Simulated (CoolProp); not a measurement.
Computed with CoolProp (reference Helmholtz-energy equation of state, Outcalt 1996). It is a modified Benedict-Webb-Rubin equation, recast in Helmholtz form.

Question: For R152A, give the phase and the speed of sound (m/s), viscosity (µPa s), conductivity (mW/(m K)) at 387.1 K and 0.175 bar.

Answer: 
- 387.1 K and 0.175 bar: gas; speed of sound 233, viscosity 14.4, conductivity 22.7

Viscosity comes from a separate model (Bell 2016), an estimate that may be off by 10 % or more. Thermal conductivity comes from a separate model (Krauss 1996).
